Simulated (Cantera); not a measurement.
## Gas-phase reforming

An isothermal, constant-pressure homogeneous reactor starts with 50.3 % CH₄, 24.1 % CO₂, 25.6 % H₂, at 1598 K and 5.00 bar.

Computed with Cantera and GRI-Mech 3.0 (53 species, 325 reactions). GRI-Mech 3.0 stops at C3 and has no aromatics, soot or wall deposition, so with more carbon than oxygen in the feed, carbon stays in small species such as C2H2 where larger ones or solid carbon would form.

```tsv
t (s)	x CH₄	x CO₂	x H₂	x H₂O₂	x OH	x C₂H₄
2.00e-6	0.502	0.241	0.256	<1e-12	2.06e-9	4.80e-9
1.75e-5	0.502	0.241	0.256	<1e-12	1.17e-8	3.02e-6
0.000154	0.501	0.241	0.257	<1e-12	1.84e-8	0.000226
0.00135	0.484	0.235	0.265	<1e-12	2.62e-8	0.00463
0.0118	0.366	0.185	0.329	<1e-12	6.28e-8	0.0116
0.104	0.144	0.0333	0.398	<1e-12	2.11e-7	0.0218
0.910	0.127	0.0157	0.454	<1e-12	1.33e-7	0.0176
7.98	0.109	0.00288	0.539	<1e-12	2.01e-8	0.00928
70.0	0.102	3.68e-6	0.559	<1e-12	2.50e-11	0.00763
```
x: mole fraction; the columns are a selection and need not sum to one.

Equilibrium at this temperature and pressure: CH₄ 0.102, CO₂ 3.42e-6, H₂ 0.559, H₂O₂ <1e-12, OH 2.33e-11, C₂H₄ 0.00763 (gas phase only).
